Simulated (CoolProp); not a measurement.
Properties of dimethyl ether along the isotherm 132.85 °C.

Values from CoolProp's reference Helmholtz-energy equation of state, Wu 2011.

| p (MPa) | phase | Z | cp (kJ/(kg K)) | cv (kJ/(kg K)) | Joule-Thomson coefficient (K/MPa) | isothermal compressibility (1/MPa) |
|---|---|---|---|---|---|---|
| 0.0844 | gas | 0.9946 | 1.757 | 1.573 | 8.493 | 11.91 |
| 0.142 | gas | 0.9908 | 1.762 | 1.574 | 8.523 | 7.108 |
| 0.24 | gas | 0.9845 | 1.771 | 1.578 | 8.575 | 4.233 |
| 0.406 | gas | 0.9736 | 1.786 | 1.584 | 8.665 | 2.531 |
| 0.684 | gas | 0.9551 | 1.814 | 1.594 | 8.821 | 1.533 |
| 1.16 | gas | 0.9223 | 1.868 | 1.613 | 9.111 | 0.9381 |
| 1.95 | gas | 0.8647 | 1.985 | 1.648 | 9.661 | 0.6010 |
| 3.29 | gas | 0.7519 | 2.334 | 1.727 | 10.85 | 0.4291 |
| 5.55 | supercritical | 0.4267 | 8.636 | 2.021 | 12.60 | 0.8652 |
| 9.37 | supercritical | 0.2789 | 3.522 | 1.826 | 1.310 | 0.03076 |
| 15.8 | supercritical | 0.4194 | 2.886 | 1.793 | 0.4112 | 0.01136 |
| 26.7 | supercritical | 0.6505 | 2.631 | 1.787 | 0.03274 | 0.005720 |

The peak of cp marks the crossing from liquid-like to gas-like fluid above the critical point.
